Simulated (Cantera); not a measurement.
## Silicon carbide growth: SiHCl3 + C3H8 + H2

Input: 1 mol SiHCl3, 0.3 mol C3H8, 2.1 mol H2, held at 8.60 mbar.

These are equilibrium values from Cantera (NASA tables, ideal gas, pure condensed phases), not measurements of a reactor. Candidate condensed phases: C, C6H6, C7H8, C8H18, Si, SiC; 109 gas species. The tables' values for SiCl, SiCl3 are old estimates; treat these amounts as uncertain. Gases not in the tables: Si2H6 and higher silanes. Rates play no part.

From 1723 K to 2173 K the condensed part is C(graphite) + SiC(s). The main Si-bearing gas is SiCl2 throughout. The share of Si in condensed phases is highest at 1723 K (82.9 %) and lowest at 2173 K (61.3 %).

| T (K) | x HCl | x H2 | x SiCl2 | x H | x Cl | x Si | x SiCl | n C(graphite) | n SiC(s) |
|---|---|---|---|---|---|---|---|---|---|
| 1723 | 0.498 | 0.467 | 0.0307 | 0.00134 | 0.00111 | 1.91e-6 | 1.80e-5 | 0.0710 | 0.829 |
| 1773 | 0.490 | 0.470 | 0.0348 | 0.00210 | 0.00168 | 5.26e-6 | 3.55e-5 | 0.0918 | 0.808 |
| 1823 | 0.480 | 0.473 | 0.0390 | 0.00321 | 0.00249 | 1.37e-5 | 6.73e-5 | 0.113 | 0.786 |
| 1873 | 0.471 | 0.476 | 0.0432 | 0.00480 | 0.00359 | 3.40e-5 | 0.000123 | 0.135 | 0.764 |
| 1923 | 0.460 | 0.479 | 0.0473 | 0.00703 | 0.00508 | 8.04e-5 | 0.000217 | 0.157 | 0.741 |
| 1973 | 0.449 | 0.481 | 0.0513 | 0.0101 | 0.00704 | 0.000182 | 0.000370 | 0.178 | 0.718 |
| 2023 | 0.437 | 0.482 | 0.0550 | 0.0142 | 0.00957 | 0.000395 | 0.000613 | 0.200 | 0.695 |
| 2073 | 0.424 | 0.482 | 0.0584 | 0.0197 | 0.0128 | 0.000824 | 0.000988 | 0.222 | 0.671 |
| 2123 | 0.410 | 0.481 | 0.0614 | 0.0268 | 0.0168 | 0.00166 | 0.00155 | 0.245 | 0.645 |
| 2173 | 0.394 | 0.477 | 0.0638 | 0.0359 | 0.0217 | 0.00325 | 0.00237 | 0.271 | 0.613 |
x: gas mole fraction; n: condensed amount in mol.
